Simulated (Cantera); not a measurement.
Charge: 1 mol CH3F, 4.6 mol H2, at 650 °C and 3.70 mbar.

These are equilibrium values from Cantera (NASA tables, ideal gas, pure condensed phases), not measurements of a reactor. Candidate condensed phases: C, C6H6, C7H8, C8H18; 95 gas species. The numbers say what is thermodynamically allowed, not how fast it happens.

Base state: H2 0.848, HF 0.152, CH4 0.000617 (mole fractions); condensed: C(graphite).

### Question
What changes in the equilibrium state with this change: temperature from 650 °C to 475 °C?

### Answer
```json
[
 {"species": "H2", "before": "0.848", "after": "0.839"},
 {"species": "HF", "before": "0.152", "after": "0.153"},
 {"species": "CH4", "before": "0.000617", "after": "0.00860"},
 {"species": "C(graphite), mol", "before": "0.996", "after": "0.944"}
]
```
